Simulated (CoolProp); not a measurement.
Tetrahydrofuran at 293.15 K and 0.00836 MPa is compressed adiabatically to 0.0567 MPa with isentropic efficiency 0.7. Each further row changes one setting.

Model: reference Helmholtz-energy equation of state, Fiedler 2023, in CoolProp.

```tsv
case	work (kJ/kg)	final temperature (K)	final density (kg/m³)
as stated	101	377.6	1.32
efficiency 1	71.0	355.1	1.40
efficiency 0.65	109	383.1	1.30
```
